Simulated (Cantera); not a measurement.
Feed: 1 mol Si2H6, 0.022 mol Cl2, 380 mol H2, 0.013 mol CH4, equilibrated at 10.0 Torr.

Method: chemical equilibrium by Gibbs-energy minimisation in Cantera with the NASA 1993 tables (ideal gas, pure condensed phases). Candidate condensed phases: C, C6H6, C7H8, C8H18, Si, SiC; 109 gas species. The feed counts by its element totals alone. Mutual solubility and eutectic melting of coexisting phases are not modelled. Gases not in the tables: Si2H6 and higher silanes. Rates play no part.

**Question.** At 1673 K, list the 5 most abundant gas species with their mole fractions, and the condensed phases.

**Answer.** H2 0.999, H 0.000986, HCl 0.000115, Si 3.13e-5, SiH2 1.10e-5. Condensed: Si(s) + SiC(s).
